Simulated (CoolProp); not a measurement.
Chlorine at 396.69 K and 2.66 MPa is throttled through a valve to 0.939 MPa with no heat exchange. Each further row changes one setting.

The numbers come from the reference Helmholtz-energy equation of state, Thol 2021 in CoolProp.

| case | temperature change (K) | final density (kg/m³) |
|---|---|---|
| as stated | -28.1 | 23.1 |
| outlet pressure 0.282 MPa | -40.2 | 6.88 |
| outlet pressure 1.22 MPa | -23.2 | 30.2 |
